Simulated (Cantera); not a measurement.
A closed system holds: 1 mol H₂O, 0.21 mol O₂, 0.13 mol H₂, held at 998 K and 10.0 mbar.

Cantera equilibrium calculation (NASA polynomials, part measured and part estimated; ideal gas, pure solids and liquids). Candidate condensed phases: H₂O; 9 gas species. Rates play no part.

Base state: H₂O 0.886, O₂ 0.114 (mole fractions); condensed: gas only.

**Question.** What changes in the equilibrium state with this change: temperature from 998 K to 2800 K?

**Answer.** 
| species | before | after |
|---|---|---|
| H | <1e-9 | 0.298 |
| H₂O | 0.886 | 0.188 |
| O | <1e-9 | 0.168 |
| H₂ | 2.16e-9 | 0.133 |
| OH | 8.93e-7 | 0.119 |
| O₂ | 0.114 | 0.0952 |

**Question.** What changes in the equilibrium state with this change: temperature from 998 K to 2548 K?

**Answer.** 
```tsv
species	before	after
H₂O	0.886	0.505
O₂	0.114	0.116
H₂	2.16e-9	0.111
H	<1e-9	0.103
O	<1e-9	0.0623
OH	8.93e-7	0.103
```
